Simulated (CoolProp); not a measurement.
Aqueous ethylene glycol as a coolant, 49 % by mass, freezing at -34.6 °C, 1 atm.

Values from CoolProp's Melinder's fits for secondary coolants.

| T (°C) | cp (kJ/(kg K)) | Prandtl number | density (kg/m³) | conductivity (W/(m K)) |
|---|---|---|---|---|
| -32.1 | 3.042 | 388 | 1084 | ? |
| -26 | 3.078 | ? | 1083 | 0.364 |
| -19.8 | 3.114 | 178 | 1081 | 0.368 |
| -13.6 | 3.150 | ? | 1079 | 0.372 |
| -7.5 | 3.184 | 92.4 | 1076 | 0.375 |
| -1.3 | 3.219 | 69.1 | 1074 | 0.379 |
| 4.9 | 3.253 | 53.0 | 1071 | 0.383 |
| 11 | 3.286 | 41.8 | 1068 | 0.387 |
| 17.2 | 3.318 | 33.5 | 1065 | 0.391 |
| 23.4 | 3.350 | 27.4 | 1062 | 0.395 |
| 29.6 | 3.381 | 22.8 | 1058 | 0.399 |
| 35.7 | 3.411 | 19.3 | 1055 | 0.403 |

Problem. Some entries are withheld; supply them.

Solution. 
- -32.1, conductivity (W/(m K)): 0.360
- -26, Prandtl number: 260
- -13.6, Prandtl number: 126
